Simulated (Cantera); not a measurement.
Feed: 1 mol PbO, 3.1 mol CO, 0.16 mol H2, at 0.230 bar.

Cantera equilibrium calculation (NASA polynomials, part measured and part estimated; ideal gas, pure solids and liquids). Candidate condensed phases: C, C6H6, C7H8, C8H18, H2O, Pb, PbO, PbO2, Pb3O4; 113 gas species. Gases not in the tables: (PbO)n polymers. The numbers say what is thermodynamically allowed, not how fast it happens. All values below are at 2175 K.

Base state: CO 0.522, Pb 0.231, CO2 0.206, H2O 0.0247, H2 0.0121, PbO 0.00388, H 0.00112, OH 0.000308 (mole fractions); condensed: gas only.

### Question
What changes in the equilibrium state with this change: PbO replaced by Ta2O5?

### Answer
```json
[
 {"species": "CO", "before": "0.522", "after": "0.949"},
 {"species": "H2", "before": "0.0121", "after": "0.0476"},
 {"species": "H", "before": "0.00112", "after": "0.00222"},
 {"species": "Pb", "before": "0.231", "after": "0"},
 {"species": "CO2", "before": "0.206", "after": "0.00118"},
 {"species": "H2O", "before": "0.0247", "after": "0.000307"},
 {"species": "TaO2", "before": "0", "after": "4.63e-5"},
 {"species": "PbO", "before": "0.00388", "after": "0"},
 {"species": "Pb2", "before": "4.34e-5", "after": "0"},
 {"species": "O2", "before": "1.73e-5", "after": "<1e-9"},
 {"species": "O", "before": "2.00e-5", "after": "6.28e-8"},
 {"species": "TaC(s), mol", "before": "0", "after": "0.00135"},
 {"species": "Ta2O5(l), mol", "before": "0", "after": "0.999"}
]
```
Mutual solubility and eutectic melting of coexisting phases are not modelled. TaC: taken at fixed stoichiometry. Condensed phases not in the tables: Ta2C. Further candidate phases: Ta, TaC, Ta2O5.
